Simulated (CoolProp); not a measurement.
A Linde-Hampson liquefier for ethylene: isothermal reversible compression at 320 K from 1 atm to 5 MPa, throttling to 1 atm, return gas leaving the recuperator 0 K below the feed. Each further row changes one setting.

Values from CoolProp's reference Helmholtz-energy equation of state, Smukala 2000.

| case | liquid yield per pass | compression work (kJ/kg of gas) |
|---|---|---|
| as stated | 0.121 | 347 |
| high pressure 10 MPa | 0.320 | 386 |
| warm-end temperature 350 K | 0.087 | 387 |
| warm-end gap 5 K | 0.110 | 347 |
